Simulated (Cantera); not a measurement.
An adiabatic, constant-volume homogeneous reactor starts with CH4 : C2H6 : O2 : N2 = 1 : 0.032 : 3.77 : 14.2 (molar parts), at 1198 K and 9.87 atm. Integrator tolerance rtol = 1e-08.

Computed with Cantera and GRI-Mech 3.0 (53 species, 325 reactions).

```
quantity                                                              before                                      after
---------------------------------  -----------------------------------------  -----------------------------------------
time of steepest temperature rise                                    2.00 ms                                    1.13 ms
temperature at 4.00 s                                                 2554 K                                     2564 K
equilibrium temperature                                               2554 K                                     2564 K
x(CH4) at 4.00 s                       <1e-12 (gas-phase equilibrium <1e-12)      <1e-12 (gas-phase equilibrium <1e-12)
x(C2H6) at 4.00 s                      <1e-12 (gas-phase equilibrium <1e-12)      <1e-12 (gas-phase equilibrium <1e-12)
x(O2) at 4.00 s                        0.0785 (gas-phase equilibrium 0.0785)      0.0785 (gas-phase equilibrium 0.0785)
x(HCO) at 4.00 s                   9.88e-10 (gas-phase equilibrium 9.88e-10)  9.50e-10 (gas-phase equilibrium 9.50e-10)
x(CH2CO) at 4.00 s                     <1e-12 (gas-phase equilibrium <1e-12)      <1e-12 (gas-phase equilibrium <1e-12)
x(NO) at 4.00 s                        0.0150 (gas-phase equilibrium 0.0150)      0.0152 (gas-phase equilibrium 0.0152)
x(HCN) at 4.00 s                   1.16e-11 (gas-phase equilibrium 1.16e-11)  1.14e-11 (gas-phase equilibrium 1.14e-11)
```

### Question
What was changed between the two runs?
A) constant pressure in place of constant volume
B) pressure from 9.87 atm to 18.8 atm
C) pressure from 9.87 atm to 0.415 atm
D) O2 3.77 to 2.9 parts

### Answer
B, pressure from 9.87 atm to 18.8 atm
